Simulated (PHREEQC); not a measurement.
Solution (25 °C): 2.8 mol MgCl2, 0.036 mol MgSO4 and 0.00039 mol H4SiO4 per kg of water. Closed to the air; pH follows from the charge balance.

Equilibrium calculation in PHREEQC: Pitzer model, pitzer.dat.

Each row changes one thing in this solution. Precipitation was switched off in this run.

```tsv
case	pH	MgOH+ (mol/kgw)	SI of Bischofite (MgCl2:6H2O)	SI of MgCl2_4H2O (MgCl2:4H2O)
as made	4.63	1.75e-6	-2.50	-4.63
MgSO4 left out	4.63	1.64e-6	-2.52	-4.65
H4SiO4 left out	4.66	1.84e-6	-2.50	-4.63
H4SiO4 replaced by Na2SiO3 at the same molality	7.25	0.000711	-2.50	-4.63
diluted 10-fold with water	6.42	3.30e-7	(withheld)	-9.03
diluted 2-fold with water	(withheld)	8.13e-7	-4.25	-6.55
```

Task: Some entries are withheld; supply them.

Result: 
- diluted 10-fold with water, SI of Bischofite (MgCl2:6H2O): -6.66
- diluted 2-fold with water, pH: 5.61

Some of these states are supersaturated (in SiO2(a), for instance). In brines, pH and single-ion activities rest on the MacInnes convention.
